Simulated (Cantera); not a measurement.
Input: 1 mol HMDSO, 0.88 mol NO, equilibrated at 0.120 bar.

Cantera equilibrium calculation (NASA polynomials, part measured and part estimated; ideal gas, pure solids and liquids). Candidate condensed phases: C, C6H6, C7H8, C8H18, H2O, Si, SiC, SiO2, Si2N2O, Si3N4; 151 gas species. The feed counts by its element totals alone. Mutual solubility and eutectic melting of coexisting phases are not modelled. The tables hold silica as quartz up to 1696 K and as liquid above; real silica turns to tridymite and cristobalite and melts near 1996 K. Rates play no part. All values below are at 1275 K.

Base state: H2 0.996, CO 0.00269, CH4 0.00110 (mole fractions); condensed: C(graphite) + SiC(s) + SiO2(β-quartz) + Si2N2O(s).

What changes in the equilibrium state with this change: HMDSO replaced by Si2H6?


```tsv
species	before	after
H2	0.996	1.000
SiO	1.73e-6	3.40e-5
CO	0.00269	0
CH4	0.00110	0
C(graphite), mol	5.55	0
SiC(s), mol	0.412	0
SiO2(β-quartz), mol	0.708	0.220
Si2N2O(s), mol	0.440	0.440
Si(s), mol	0	0.900
```
